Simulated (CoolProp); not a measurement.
Properties of n-hexane along the isobar 12.4 MPa.

The numbers come from the reference Helmholtz-energy equation of state, Thol 2019 in CoolProp.

| T (K) | phase | Joule-Thomson coefficient (K/MPa) | expansivity (1/kK) | fugacity coefficient |
|---|---|---|---|---|
| 209.8 | liquid | -0.5241 | 1.086 | 1.068e-5 |
| 220.9 | liquid | -0.5156 | 1.097 | 2.942e-5 |
| 232 | liquid | … | 1.110 | 7.235e-5 |
| 243 | liquid | -0.4945 | 1.124 | … |
| 254.1 | liquid | -0.4821 | 1.141 | … |
| 265.1 | liquid | -0.4688 | 1.159 | … |
| 276.2 | liquid | -0.4544 | … | 0.001126 |
| 287.3 | liquid | -0.4391 | 1.202 | 0.001915 |
| 298.3 | liquid | -0.4232 | 1.226 | 0.003089 |
| 309.4 | liquid | -0.4063 | 1.253 | 0.004797 |
| 320.4 | liquid | -0.3889 | 1.282 | 0.007147 |
| 331.5 | liquid | … | 1.315 | … |
| 342.6 | liquid | -0.3514 | 1.350 | 0.01449 |
| 353.6 | liquid | -0.3315 | 1.387 | 0.01972 |
| 364.7 | liquid | -0.3104 | 1.429 | 0.02627 |
| 375.7 | liquid | -0.2883 | 1.474 | 0.03416 |

Fill in the missing entries.


- 232, Joule-Thomson coefficient (K/MPa): -0.5056
- 243, fugacity coefficient: 0.0001604
- 254.1, fugacity coefficient: 0.0003297
- 265.1, fugacity coefficient: 0.0006268
- 276.2, expansivity (1/kK): 1.179
- 331.5, Joule-Thomson coefficient (K/MPa): -0.3706
- 331.5, fugacity coefficient: 0.01033
